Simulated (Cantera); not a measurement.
A perfectly stirred reactor is fed with CH3OH : O2 : N2 = 1 : 1 : 9.2 (molar parts), equivalence ratio 1.5, at 0.987 atm; it is adiabatic with a 523 K inlet, and is followed from long to short residence time, starting on the burning branch (τ in s: 0.42, 0.19, 0.083, 0.037, 0.016, 0.0072, 0.0032, 0.0014, 0.00062, 0.00028, 0.00012, 5.4e-05, 2.4e-05).

Detailed kinetics in Cantera: GRI-Mech 3.0 (53 species, 325 reactions). GRI-Mech 3.0 was tuned for natural gas; its chemistry of methanol as a main component is partial and can be far from experiment.

Problem. Predict: blow-out, bracketed by the residence times tried; x(CH3OH) at τ = 0.420 s; x(O2) at τ = 0.420 s; x(HCN) at τ = 0.420 s; x(CH4) at τ = 0.420 s; x(NO) at τ = 0.420 s; x(CH3OH) at τ = 3.20 ms; x(O2) at τ = 3.20 ms; x(HCN) at τ = 3.20 ms; x(CH4) at τ = 3.20 ms; x(NO) at τ = 3.20 ms.

Solution. 
* **blow-out, bracketed by the residence times tried**: burning at 3.20 ms, out at 1.40 ms
* **x(CH3OH) at τ = 0.420 s**: 2.40e-6
* **x(O2) at τ = 0.420 s**: 6.88e-5
* **x(HCN) at τ = 0.420 s**: 1.04e-6
* **x(CH4) at τ = 0.420 s**: 1.82e-5
* **x(NO) at τ = 0.420 s**: 4.92e-6
* **x(CH3OH) at τ = 3.20 ms**: 0.000136
* **x(O2) at τ = 3.20 ms**: 0.00342
* **x(HCN) at τ = 3.20 ms**: 2.99e-6
* **x(CH4) at τ = 3.20 ms**: 0.000369
* **x(NO) at τ = 3.20 ms**: 3.49e-6
